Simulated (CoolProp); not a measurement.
Nitrous oxide at 352.76 K and 0.317 MPa is throttled through a valve to 0.141 MPa with no heat exchange. Each further row changes one setting.

Values from CoolProp's reference Helmholtz-energy equation of state, Lemmon 2006. It is a short technical equation, of lower accuracy than the large ones.

```csv
case,temperature change (K),final density (kg/m³)
as stated,?,?
outlet pressure 0.0423 MPa,?,?
outlet pressure 0.183 MPa,?,?
```

Task: What belongs in the gaps?

Result: 
- as stated, temperature change (K): -1.3
- as stated, final density (kg/m³): 2.13
- outlet pressure 0.0423 MPa, temperature change (K): -2.1
- outlet pressure 0.0423 MPa, final density (kg/m³): 0.639
- outlet pressure 0.183 MPa, temperature change (K): -1.0
- outlet pressure 0.183 MPa, final density (kg/m³): 2.77
